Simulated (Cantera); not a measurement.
## Stirred combustor or abatement burner

A perfectly stirred reactor is fed with CH4 : O2 : N2 = 1 : 2.3 : 8.64 (molar parts), at 5.00 bar; it is adiabatic with a 673 K inlet, and is followed from long to short residence time, starting on the burning branch (τ in s: 0.16, 0.059, 0.021, 0.0077, 0.0028, 0.001, 0.00036, 0.00013, 4.7e-05, 1.7e-05, 6.1e-06).

Model: GRI-Mech 3.0 (53 species, 325 reactions), integrated in Cantera.

```
τ (s)    T (K)     x CH4    x O2     x CO    x C2H6     x CH3    x HCN    x C2H2
-------  -----  --------  ------  -------  --------  --------  -------  --------
0.16      2347   3.57e-7  0.0239  0.00364    <1e-12   1.82e-7  6.75e-8  3.89e-12
0.059     2348   9.48e-7  0.0243  0.00370    <1e-12   4.84e-7  1.46e-7  2.62e-11
0.021     2348   2.57e-6  0.0250  0.00386  2.28e-12   1.31e-6  2.67e-7  1.83e-10
0.0077    2346   6.60e-6  0.0258  0.00425  1.47e-11   3.36e-6  3.97e-7   1.11e-9
0.0028    2337   1.63e-5  0.0266  0.00517  8.71e-11   8.18e-6  5.31e-7   5.77e-9
0.0010    2314   3.79e-5  0.0279  0.00714  4.45e-10   1.83e-5  7.01e-7   2.27e-8
0.00036   2272   8.24e-5  0.0299   0.0105   1.91e-9   3.73e-5  9.31e-7   6.64e-8
0.00013   2209  0.000180  0.0331   0.0155   8.04e-9   7.35e-5  1.27e-6   1.74e-7
4.7e-5    2121  0.000429  0.0380   0.0225   4.22e-8  0.000153  1.81e-6   5.24e-7
1.7e-5    1990   0.00143  0.0482   0.0343   5.64e-7  0.000416  3.00e-6   3.19e-6
6.1e-6     673    0.0838   0.193   <1e-12    <1e-12    <1e-12   <1e-12    <1e-12
```
x: mole fraction; the columns are a selection and need not sum to one.
